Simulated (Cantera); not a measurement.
An adiabatic, constant-pressure homogeneous reactor starts with CH4 : O2 : N2 = 1 : 6.25 : 68.8 (molar parts), at 1050 K and 750 Torr. Integrator tolerance rtol = 1e-08.

Computed with Cantera and GRI-Mech 3.0 (53 species, 325 reactions).

Question: What does this change do: 6.6 parts H2O added?

Answer: 
| quantity | before | after |
|---|---|---|
| time of steepest temperature rise | 0.728 s | 0.753 s |
| temperature at 1.00 s | 1357 K | 1327 K |
| equilibrium temperature | 1356 K | 1326 K |
| x(CH4) at 1.00 s | <1e-12 (gas-phase equilibrium <1e-12) | <1e-12 (gas-phase equilibrium <1e-12) |
| x(O2) at 1.00 s | 0.0559 (gas-phase equilibrium 0.0557) | 0.0514 (gas-phase equilibrium 0.0513) |
| x(HCN) at 1.00 s | <1e-12 (gas-phase equilibrium <1e-12) | 1.94e-12 (gas-phase equilibrium <1e-12) |
| x(NO2) at 1.00 s | 9.14e-10 (gas-phase equilibrium 1.39e-6) | 1.70e-10 (gas-phase equilibrium 1.15e-6) |
| x(H2O2) at 1.00 s | 5.94e-10 (gas-phase equilibrium 5.13e-10) | 1.67e-9 (gas-phase equilibrium 1.57e-9) |
